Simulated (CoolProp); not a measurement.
Chloromethane (R40) along the isotherm 443 K: density (kg/m³) from the reference equation and from simpler models built on Tc = 418.6 K, pc = 6.929 MPa, ω = 0.150; each cubic takes its own stable root.

The numbers come from the reference Helmholtz-energy equation of state, Thol 2014 in CoolProp.

```
p (MPa)          phase  reference
-------  -------------  ---------
0.11               gas      1.515
0.165              gas      2.278
0.249              gas      3.451
0.376              gas      5.241
0.567              gas      7.973
0.856              gas      12.20
1.29               gas      18.78
1.95               gas      29.37
2.94               gas      46.82
4.43               gas      77.86
6.69               gas      144.7
10.1     supercritical      405.5
15.2     supercritical      582.9
23       supercritical      663.0
34.6     supercritical      724.1
```

Question: How far does each simpler model (ideal gas, van der Waals, Redlich-Kwong, Soave-Redlich-Kwong, Peng-Robinson) lie from the reference over these 15 states: mean and median of the absolute difference, and the worst?

Answer: 
- ideal gas: mean 21.0 %, median 9.0 %, worst -65.9 % at 443 K and 10.1 MPa
- van der Waals: mean 6.5 %, median 1.3 %, worst -25.8 % at 443 K and 34.6 MPa
- Redlich-Kwong: mean 2.8 %, median 0.5 %, worst -11.7 % at 443 K and 15.2 MPa
- Soave-Redlich-Kwong: mean 3.6 %, median 0.6 %, worst -13.5 % at 443 K and 15.2 MPa
- Peng-Robinson: mean 1.3 %, median 0.4 %, worst -7.1 % at 443 K and 10.1 MPa
